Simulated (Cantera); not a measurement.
An isothermal, constant-pressure homogeneous reactor starts with C2H6 : N2 = 1 : 42 (molar parts), at 1825 K and 10.00 Torr. Integrator tolerance rtol = 1e-08.

Computed with Cantera and GRI-Mech 3.0 (53 species, 325 reactions). GRI-Mech 3.0 stops at C3 and has no aromatics, soot or wall deposition, so with more carbon than oxygen in the feed, carbon stays in small species such as C2H2 where larger ones or solid carbon would form. Radical loss at walls, strong at low pressure, is not modelled.

```csv
quantity,before,after
x(C2H6) at 9.00 s,<1e-12 (gas-phase equilibrium <1e-12),2.36e-6 (gas-phase equilibrium 4.53e-9)
x(HCN) at 9.00 s,0.000152 (gas-phase equilibrium 0.0368),5.34e-9 (gas-phase equilibrium 0.0292)
x(C2H2) at 9.00 s,0.0221 (gas-phase equilibrium 0.00380),0.0122 (gas-phase equilibrium 0.00733)
x(H) at 9.00 s,0.000783 (gas-phase equilibrium 0.000806),5.38e-7 (gas-phase equilibrium 3.60e-7)
x(CH4) at 9.00 s,9.11e-7 (gas-phase equilibrium 3.65e-7),0.00437 (gas-phase equilibrium 0.000507)
x(C2H) at 9.00 s,3.82e-6 (gas-phase equilibrium 6.75e-7),3.94e-11 (gas-phase equilibrium 1.10e-11)
```

Question: Name the change that produced these shifts.
A) C2H6 1 to 0.13 parts
B) C2H6 1 to 1.4 parts
C) N2 42 to 330 parts
D) temperature 1825 to 1200 K

Answer: D, temperature 1825 to 1200 K
